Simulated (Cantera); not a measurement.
# Thermodynamics of thermal oxidation and active oxidation of silicon, feed Si + N2O + H2

Input: 1 mol Si, 4.1 mol N2O, 100 mol H2, at 6.30e-5 bar.

Cantera equilibrium calculation (NASA polynomials, part measured and part estimated; ideal gas, pure solids and liquids). Candidate condensed phases: H2O, Si, SiO2, Si2N2O, Si3N4; 35 gas species. The tables hold silica as quartz up to 1696 K and as liquid above; real silica turns to tridymite and cristobalite and melts near 1996 K. The numbers say what is thermodynamically allowed, not how fast it happens.

```
T (K)  log p H2  log p N2  log p H2O  log p H  log p SiO  log p OH  n SiO2(β-quartz)
-----  --------  --------  ---------  -------  ---------  --------  ----------------
1350      -4.23     -5.61      -5.90    -7.74      -9.20    -11.19             0.999
1375      -4.23     -5.61      -5.90    -7.58      -8.82    -10.99             0.997
1400      -4.23     -5.61      -5.89    -7.43      -8.45    -10.80             0.994
1425      -4.23     -5.61      -5.89    -7.28      -8.09    -10.61             0.987
1450      -4.23     -5.61      -5.89    -7.14      -7.75    -10.42             0.971
1475      -4.23     -5.61      -5.88    -7.00      -7.43    -10.24             0.939
1500      -4.23     -5.61      -5.87    -6.87      -7.12    -10.06             0.875
1525      -4.23     -5.61      -5.85    -6.74      -6.84     -9.87             0.759
```
log p: log10 of the partial pressure in bar; n: condensed amount in mol.

From 1350 K to 1525 K the condensed part is SiO2(β-quartz). The main Si-bearing gas is SiO throughout. The share of Si in condensed phases is highest at 1350 K (99.9 %) and lowest at 1525 K (75.9 %).
